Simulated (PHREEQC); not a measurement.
## Reverse-osmosis permeate: speciation

A made-up water analysis in mg/kgw, 25 °C, pH 5.97, pe 12.3:

```tsv
constituent	mg/kgw
Na	8.34
K	0.818
Ca	8.03
Mg	0.954
Cl	9.17
S(6) as SO4	5.42
Alkalinity as HCO3	19.5
N(5) as NO3	0.014
```

Valence states are taken as typed.

All values are PHREEQC results (ion-association model, wateq4f.dat), not measurements.

* **ionic strength**: 0.00106 mol/kgw
* **charge-balance error**: 11.1 %

```json
[
 {"species": "CO2", "molality": "0.000743", "activity": "0.000743", "log γ": "0.000"},
 {"species": "Na+", "molality": "0.000363", "activity": "0.000350", "log γ": "-0.016"},
 {"species": "HCO3-", "molality": "0.000320", "activity": "0.000308", "log γ": "-0.016"},
 {"species": "Cl-", "molality": "0.000259", "activity": "0.000249", "log γ": "-0.016"},
 {"species": "Ca+2", "molality": "0.000198", "activity": "0.000171", "log γ": "-0.063"},
 {"species": "SO4-2", "molality": "5.43e-5", "activity": "4.70e-5", "log γ": "-0.063"},
 {"species": "Mg+2", "molality": "3.87e-5", "activity": "3.35e-5", "log γ": "-0.063"},
 {"species": "K+", "molality": "2.09e-5", "activity": "2.02e-5", "log γ": "-0.016"},
 {"species": "CaSO4", "molality": "1.61e-6", "activity": "1.61e-6", "log γ": "0.000"},
 {"species": "H+", "molality": "1.11e-6", "activity": "1.07e-6", "log γ": "-0.015"},
 {"species": "CaHCO3+", "molality": "6.98e-7", "activity": "6.74e-7", "log γ": "-0.016"},
 {"species": "MgSO4", "molality": "3.69e-7", "activity": "3.69e-7", "log γ": "0.000"},
 {"species": "NO3-", "molality": "2.26e-7", "activity": "2.18e-7", "log γ": "-0.016"}
]
```

This is a speciation only: nothing precipitates in the calculation.
